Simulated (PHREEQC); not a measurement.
Make-up at 20 °C: 0.0029 mol/kgw SrCl2, 2e-05 mol/kgw CO2 and 8.9e-05 mol/kgw NaCl. Closed to the air; pH follows from the charge balance.

The numbers come from PHREEQC with the ion-association model, phreeqc.dat.

Problem. The ionic strength comes out as 0.00879 mol/kgw. What activity coefficients do HCO3-, Cl-, H+, Sr+2, Na+ get?

Solution. HCO3- 0.91, Cl- 0.91, H+ 0.92, Sr+2 0.69, Na+ 0.91.

This is a speciation only: nothing precipitates in the calculation.
